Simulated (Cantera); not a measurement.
# Adiabatic ignition

An adiabatic, constant-volume homogeneous reactor starts with 35.3 % H2, 13.6 % O2, 51.1 % N2, equivalence ratio 1.3, at 1800 K and 500000 Pa.

Detailed kinetics in Cantera: GRI-Mech 3.0 (53 species, 325 reactions). The hydrogen kinetics of GRI-Mech 3.0 are dated; newer H2 mechanisms differ, most at raised pressure. Above 3000 K some thermodynamic fits are extrapolated.

```
t (s)     T (K)  P (bar)   x H2     x O2      x NO  x H2O    x N2O
--------  -----  -------  -----  -------  --------  -----  -------
5.00e-6    3224     8.19  0.109  0.00722  0.000792  0.237  8.35e-7
1.69e-5    3266     8.27  0.110  0.00610   0.00412  0.240  1.02e-6
5.74e-5    3257     8.25  0.112  0.00554   0.00820  0.239  1.18e-6
0.000195   3256     8.24  0.112  0.00548   0.00866  0.239  1.20e-6
0.000660   3256     8.24  0.112  0.00548   0.00866  0.239  1.20e-6
0.00224    3256     8.24  0.112  0.00548   0.00866  0.239  1.20e-6
0.00758    3256     8.24  0.112  0.00548   0.00866  0.239  1.20e-6
0.0257     3256     8.24  0.112  0.00548   0.00866  0.239  1.20e-6
0.0871     3256     8.24  0.112  0.00548   0.00866  0.239  1.20e-6
0.295      3256     8.24  0.112  0.00548   0.00866  0.239  1.20e-6
1.00       3256     8.24  0.112  0.00548   0.00866  0.239  1.20e-6
```
x: mole fraction; the columns are a selection and need not sum to one.

The time of steepest temperature rise is 1.19 µs, the temperature at 1.00 s is 3256 K and the equilibrium temperature is 3256 K. The x(H2) at 1.00 s is 0.112 (gas-phase equilibrium 0.112). The x(O2) at 1.00 s is 0.00548 (gas-phase equilibrium 0.00548) and the x(NO) at 1.00 s is 0.00866 (gas-phase equilibrium 0.00866).
